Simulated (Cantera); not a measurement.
Input (Python, Cantera) and output of one run.

```python
import numpy as np
import cantera as ct

gas_names = """
    H HNO HNO2 HNO3 HO2 H2 H2O H2O2 N NH NH2 NH3 NH2OH NO NO2 NO3 N2 N2H2 N2H4 N2O O OH O2 O3 Si SiH
    SiH2 SiH3 SiH4 SiN SiO SiO2 Si2 Si2N Si3
""".split()
cond_names = """
    H2O(s) H2O(L) Si(cr) Si(L) SiO2(Lqz) SiO2(hqz) SiO2(L) Si2N2O(s) Si3N4(a)
""".split()


def load(file, names, dense=False):
    # The tables refer to 1 bar. Condensed volumes are neglected.
    table = {s.name: s for s in ct.Species.list_from_file(file)}
    out = []
    for n in names:
        d = dict(table[n].input_data)
        d["thermo"] = dict(d["thermo"], **{"reference-pressure": 1e5})
        if dense:
            d["equation-of-state"] = {"model": "constant-volume", "density": "1e6 g/cm^3"}
        out.append(ct.Species.from_dict(d))
    return out


gas = ct.Solution(thermo="ideal-gas", species=load("nasa_gas.yaml", gas_names))
cond = {s.name: ct.Solution(thermo="fixed-stoichiometry", species=[s], name=s.name)
        for s in load("nasa_condensed.yaml", cond_names, dense=True)}
atoms = {
    'Si2H6': {'Si': 2, 'H': 6},
    'N2O': {'N': 2, 'O': 1},
    'N2': {'N': 2},
}
top_T = {'Si2N2O(s)': 2100, 'Si3N4(a)': 2400}  # K; cautious upper limits of use, not melting points


def equilibrate(T, P, feed):
    n = {}
    for name, mol in feed.items():
        for a, k in atoms[name].items():
            n[a] = n.get(a, 0.0) + k * mol
    gas.TPX = T, P, n
    mass = sum(n.values()) * gas.mean_molecular_weight
    gas.equilibrate("TP")
    valid = [c for c in cond.values() if c.min_temp <= T <= top_T.get(c.name, c.max_temp)]
    mix = ct.Mixture([(gas, mass / gas.mean_molecular_weight)] + [(c, 0.0) for c in valid])
    mix.T, mix.P = T, P
    mix.equilibrate("TP", solver="vcs", rtol=1e-11, max_steps=5000)
    return mix


results = []
T = 1773  # K
P = 89000  # Pa
for m in [3.5, 5.1, 6.7, 8.3, 9.8, 11, 13, 15, 16, 18, 19, 21]:
    feed = {'Si2H6': 1, 'N2O': m, 'N2': 3}  # mol
    mix = equilibrate(T, P, feed)
    results.append((T, P, feed, dict(zip(mix.species_names, mix.species_moles))))
    x = sorted(zip(gas.X, gas.species_names), reverse=True)
    print(f"T = {T:g} K  P = {P:g} Pa  n(N2O) = {m:g} mol  gas = {mix.phase_moles(0):.4g} mol")
    print("   x: " + "  ".join(f"{s} {v:.3e}" for v, s in x if v > 1e-05))
    print("   condensed (mol): " + ("  ".join(f"{mix.phase(i).name} {mix.phase_moles(i):.4g}"
          for i in range(1, mix.n_phases) if mix.phase_moles(i) > 1e-12) or "none"))
```

It prints:

```
T = 1773 K  P = 89000 Pa  n(N2O) = 3.5 mol  gas = 9.35 mol
   x: N2 6.777e-01  H2 3.204e-01  SiO 1.389e-03  H2O 3.330e-04  H 1.707e-04
   condensed (mol): SiO2(L) 1.66  Si2N2O(s) 0.1634
T = 1773 K  P = 89000 Pa  n(N2O) = 5.1 mol  gas = 11.1 mol
   x: N2 7.297e-01  H2 1.711e-01  H2O 9.909e-02  H 1.247e-04
   condensed (mol): SiO2(L) 2
T = 1773 K  P = 89000 Pa  n(N2O) = 6.7 mol  gas = 12.7 mol
   x: N2 7.637e-01  H2O 2.126e-01  H2 2.361e-02  H 4.634e-05  OH 2.585e-05
   condensed (mol): SiO2(L) 2
T = 1773 K  P = 89000 Pa  n(N2O) = 8.3 mol  gas = 14.95 mol
   x: N2 7.549e-01  H2O 2.003e-01  O2 4.250e-02  NO 1.667e-03  OH 5.711e-04  H2 4.297e-05  O 2.052e-05
   condensed (mol): SiO2(L) 2
T = 1773 K  P = 89000 Pa  n(N2O) = 9.8 mol  gas = 17.2 mol
   x: N2 7.429e-01  H2O 1.740e-01  O2 8.009e-02  NO 2.271e-03  OH 6.237e-04  O 2.816e-05  H2 2.720e-05
   condensed (mol): SiO2(L) 2
T = 1773 K  P = 89000 Pa  n(N2O) = 11 mol  gas = 19 mol
   x: N2 7.354e-01  H2O 1.575e-01  O2 1.038e-01  NO 2.572e-03  OH 6.331e-04  O 3.206e-05  H2 2.163e-05
   condensed (mol): SiO2(L) 2
T = 1773 K  P = 89000 Pa  n(N2O) = 13 mol  gas = 22 mol
   x: N2 7.257e-01  H2O 1.360e-01  O2 1.347e-01  NO 2.910e-03  OH 6.279e-04  O 3.653e-05  H2 1.639e-05
   condensed (mol): SiO2(L) 2
T = 1773 K  P = 89000 Pa  n(N2O) = 15 mol  gas = 25 mol
   x: N2 7.183e-01  O2 1.582e-01  H2O 1.197e-01  NO 3.138e-03  OH 6.131e-04  O 3.959e-05  H2 1.330e-05
   condensed (mol): SiO2(L) 2
T = 1773 K  P = 89000 Pa  n(N2O) = 16 mol  gas = 26.5 mol
   x: N2 7.152e-01  O2 1.680e-01  H2O 1.129e-01  NO 3.227e-03  OH 6.045e-04  O 4.079e-05  H2 1.218e-05
   condensed (mol): SiO2(L) 2
T = 1773 K  P = 89000 Pa  n(N2O) = 18 mol  gas = 29.51 mol
   x: N2 7.101e-01  O2 1.846e-01  H2O 1.014e-01  NO 3.370e-03  OH 5.865e-04  O 4.275e-05  H2 1.044e-05
   condensed (mol): SiO2(L) 2
T = 1773 K  P = 89000 Pa  n(N2O) = 19 mol  gas = 31.01 mol
   x: N2 7.078e-01  O2 1.916e-01  H2O 9.646e-02  NO 3.428e-03  OH 5.775e-04  O 4.356e-05
   condensed (mol): SiO2(L) 2
T = 1773 K  P = 89000 Pa  n(N2O) = 21 mol  gas = 34.01 mol
   x: N2 7.040e-01  O2 2.039e-01  H2O 8.793e-02  NO 3.527e-03  OH 5.600e-04  O 4.494e-05
   condensed (mol): SiO2(L) 2
```

Equilibrium computed with Cantera from the NASA thermochemical tables; the gas is ideal and each condensed phase is pure. The feed counts by its element totals alone. Mutual solubility and eutectic melting of coexisting phases are not modelled. The tables hold silica as quartz up to 1696 K and as liquid above; real silica turns to tridymite and cristobalite and melts near 1996 K. Gases not in the tables: Si(OH)4.
